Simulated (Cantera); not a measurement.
Feed: 1 mol SiO2, 1.1 mol CH4, 4.4 mol H2, at 1975 °C and 4.50 mbar.

Cantera equilibrium calculation (NASA polynomials, part measured and part estimated; ideal gas, pure solids and liquids). Candidate condensed phases: C, C6H6, C7H8, C8H18, H2O, Si, SiC, SiO2; 123 gas species. Gases not in the tables: Si2H6 and higher silanes. The numbers say what is thermodynamically allowed, not how fast it happens.

Base state: H2 0.679, CO 0.121, SiO 0.0988, H 0.0903, Si 0.0107, SiH 0.000238, SiH2 2.08e-5, Si2 1.54e-5 (mole fractions); condensed: gas only.

Problem. What changes in the equilibrium state with this change: temperature from 1975 °C to 1200 °C?

Solution. 
```
species                before     after
-------------------  --------  --------
H2                      0.679     0.878
CO                      0.121     0.104
SiO                    0.0988    0.0178
H                      0.0903  0.000177
Si                     0.0107   7.89e-8
Si2                   1.54e-5     <1e-9
SiH                  0.000238   1.78e-8
SiH2                  2.08e-5   5.99e-8
SiC(s), mol                 0     0.322
SiO2(β-quartz), mol         0     0.544
```
Mutual solubility and eutectic melting of coexisting phases are not modelled. The tables hold silica as quartz up to 1696 K and as liquid above; real silica turns to tridymite and cristobalite and melts near 1996 K.
